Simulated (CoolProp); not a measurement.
A simple Rankine cycle with hydrogen sulfide: condensing at 295.15 K, boiler at 7.53 MPa, turbine inlet 512.8 K, turbine efficiency 0.85, pump efficiency 0.6, no recuperator. Each further row changes one setting.

Computed with CoolProp (reference Helmholtz-energy equation of state, Lemmon 2006). It is a short technical equation, of lower accuracy than the large ones.

| case | thermal efficiency (%) | net work (kJ/kg) | heat in (kJ/kg) | turbine exit temperature (K) | volume ratio over the turbine |
|---|---|---|---|---|---|
| as stated | 16.2 | 102 | 631 | 381.4 | 3.08 |
| turbine inlet 532.8 K | 16.5 | 108 | 657 | ___ | 3.08 |
| condensing temperature 287.15 K | ___ | 116 | ___ | ___ | ___ |
| boiler pressure 5.27 MPa | 12.9 | 84.1 | 650 | 414.0 | 2.31 |
| turbine efficiency 0.75 | 14.0 | 88.7 | 631 | ___ | 3.20 |

Q: What belongs in the gaps?

A: 
- turbine inlet 532.8 K, turbine exit temperature (K): 398.4
- condensing temperature 287.15 K, thermal efficiency (%): 17.8
- condensing temperature 287.15 K, heat in (kJ/kg): 648
- condensing temperature 287.15 K, turbine exit temperature (K): 365.5
- condensing temperature 287.15 K, volume ratio over the turbine: 3.65
- turbine efficiency 0.75, turbine exit temperature (K): 393.0
